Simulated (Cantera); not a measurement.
Feed: 1 mol B2O3, 0.95 mol NF3, 0.77 mol O2, at 625 °C and 1.33 mbar.

Cantera equilibrium calculation (NASA polynomials, part measured and part estimated; ideal gas, pure solids and liquids). Candidate condensed phases: B, BN, B2O3; 31 gas species. Equilibrium is a limit: real reactors are often held back by kinetics, nucleation or transport.

Task: What is the equilibrium state?

Result: 
```
Item                                 Value
-------------------------------  ---------
x(O2)                                0.510
x(BF3)                               0.300
x(N2)                                0.163
x(B3O3F3)                           0.0265
x(BOF)                            0.000204
x(NO)                              6.38e-6
x(BOF2)                            1.07e-6
n(B2O3(l))                       0.448 mol
gas amount                       2.908 mol
log10 activity of B(s) (absent)     -27.90
```
